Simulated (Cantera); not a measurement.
Input: 1 mol SO2, 0.56 mol O2, at 2148.15 K and 0.0133 bar.

These are equilibrium values from Cantera (NASA tables, ideal gas, pure condensed phases), not measurements of a reactor. Candidate condensed phases: S; 10 gas species. Rates play no part.

Base state: SO2 0.631, O2 0.354, O 0.00994, SO 0.00477, SO3 0.000166, S 1.09e-5 (mole fractions); condensed: gas only.

Problem. What changes in the equilibrium state with this change: O2 from 0.56 to 0.13 mol?

Solution. 
| species | before | after |
|---|---|---|
| SO2 | 0.631 | 0.866 |
| O2 | 0.354 | 0.117 |
| SO | 0.00477 | 0.0114 |
| S | 1.09e-5 | 4.53e-5 |
| O | 0.00994 | 0.00571 |
| SO3 | 0.000166 | 0.000130 |

Problem. What changes in the equilibrium state with this change: temperature from 2148.15 K to 3500 K?

Solution. 
```
species    before     after
-------  --------  --------
O         0.00994     0.708
S         1.09e-5     0.201
SO        0.00477    0.0597
SO2         0.631   0.00324
O2          0.354    0.0275
S2        2.57e-8  0.000685
SO3      0.000166   3.32e-8
```
